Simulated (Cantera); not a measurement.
Gas activation for diamond growth

An isothermal, constant-pressure homogeneous reactor starts with CH₄ : H₂ : CO₂ = 0.01 : 1 : 0.023 (molar parts), at 1973 K and 0.0680 bar.

Cantera simulation using GRI-Mech 3.0 (53 species, 325 reactions); the numbers are that mechanism's predictions, not measurements.

| t (s) | x CH₄ | x H₂ | x CO₂ | x C₂H₆ | x H | x C₂H₂ | x CH₃ |
|---|---|---|---|---|---|---|---|
| 0.000400 | 0.00962 | 0.968 | 0.0221 | 9.14e-9 | 0.000289 | 1.98e-8 | 5.84e-5 |
| 0.00110 | 0.00951 | 0.966 | 0.0214 | 5.91e-8 | 0.000789 | 1.21e-6 | 0.000155 |
| 0.00303 | 0.00917 | 0.960 | 0.0166 | 2.61e-7 | 0.00203 | 4.31e-5 | 0.000385 |
| 0.00835 | 0.00781 | 0.946 | 0.00363 | 4.67e-7 | 0.00387 | 0.000552 | 0.000631 |
| 0.0230 | 0.00485 | 0.944 | 0.000124 | 2.21e-7 | 0.00455 | 0.00200 | 0.000462 |
| 0.0632 | 0.00224 | 0.946 | 0.000113 | 4.97e-8 | 0.00478 | 0.00317 | 0.000223 |
| 0.174 | 0.00103 | 0.947 | 0.000112 | 1.08e-8 | 0.00492 | 0.00329 | 0.000105 |
| 0.479 | 0.000662 | 0.948 | 0.000108 | 4.57e-9 | 0.00497 | 0.00243 | 6.86e-5 |
| 1.32 | 0.000381 | 0.950 | 9.99e-5 | 1.53e-9 | 0.00501 | 0.00108 | 3.97e-5 |
| 3.63 | 9.74e-5 | 0.951 | 9.11e-5 | 1.01e-10 | 0.00505 | 0.000131 | 1.02e-5 |
| 10.0 | 3.50e-7 | 0.951 | 8.94e-5 | <1e-12 | 0.00508 | 1.15e-7 | 3.69e-8 |
x: mole fraction; the columns are a selection and need not sum to one.

Equilibrium at this temperature and pressure: CH₄ 5.96e-10, H₂ 0.951, CO₂ 8.94e-5, C₂H₆ <1e-12, H 0.00508, C₂H₂ <1e-12, CH₃ 6.29e-11 (gas phase only).
